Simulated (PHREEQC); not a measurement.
Consider water at 25 °C with 20 mmol/kgw CuCl2 and 15 mmol/kgw HBr. Closed to the air; pH follows from the charge balance.

The numbers come from PHREEQC with the ion-association model, phreeqc.dat.

This is a speciation only: nothing precipitates in the calculation.

Estimate the pH.

pH 1.90.

In which forms is Cu present?

Cu+2 96 %, CuCl+ 4.4 % of the Cu.
